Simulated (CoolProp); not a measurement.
Octamethyltrisiloxane (MDM) along the isobar 17.3 bar: density (kg/m³) from the reference equation and from simpler models built on Tc = 565.4 K, pc = 14.38 bar, ω = 0.528; each cubic takes its own stable root.

Values from CoolProp's reference Helmholtz-energy equation of state, Thol 2017.

```
T (K)          phase  reference
-----  -------------  ---------
237.7         liquid      876.5
279.4         liquid      836.1
321.1         liquid      794.9
362.8         liquid      752.1
404.4         liquid      706.9
446.1         liquid      657.3
487.8         liquid      599.9
529.4         liquid      526.2
571.1  supercritical      372.9
```

Problem. How far does each simpler model (Soave-Redlich-Kwong, Peng-Robinson) lie from the reference over these 9 states: mean and median of the absolute difference, and the worst?

Solution. 
- Soave-Redlich-Kwong: mean 11.1 %, median 9.7 %, worst -19.1 % at 571.1 K and 17.3 bar
- Peng-Robinson: mean 3.3 %, median 2.3 %, worst -11.5 % at 571.1 K and 17.3 bar
